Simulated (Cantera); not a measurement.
Charge: 1 mol SiH4, 0.54 mol H2O, 3.3 mol N2, equilibrated at 0.0653 Torr.

These are equilibrium values from Cantera (NASA tables, ideal gas, pure condensed phases), not measurements of a reactor. Candidate condensed phases: H2O, Si, SiO2, Si2N2O, Si3N4; 35 gas species. N2 is the only nitrogen source here; it is nearly inert below about 1500 K, so the nitride shown seldom forms there in practice. Mutual solubility and eutectic melting of coexisting phases are not modelled. The tables hold silica as quartz up to 1696 K and as liquid above; real silica turns to tridymite and cristobalite and melts near 1996 K. Kinetics and transport are ignored.

### Question
Which condensed phases are stable at each of these points (T (K)): 1225, 1250, 1275, 1300, 1325, 1350, 1375, 1400, 1425, 1450, 1475, 1500?

### Answer
```tsv
T (K)	condensed phases	Si condensed (%)
1225	SiO2(β-quartz) + Si2N2O(s)	100.0
1250	SiO2(β-quartz) + Si2N2O(s)	99.9
1275	SiO2(β-quartz) + Si2N2O(s)	99.7
1300	SiO2(β-quartz) + Si2N2O(s)	99.2
1325	SiO2(β-quartz) + Si2N2O(s)	98.1
1350	SiO2(β-quartz) + Si2N2O(s)	95.6
1375	Si2N2O(s)	92.0
1400	Si2N2O(s)	92.0
1425	Si2N2O(s)	92.0
1450	Si2N2O(s)	92.0
1475	Si2N2O(s)	92.0
1500	Si2N2O(s)	91.9
```

From 1225 K to 1350 K the condensed part is SiO2(β-quartz) + Si2N2O(s). From 1375 K to 1500 K the condensed part is Si2N2O(s).
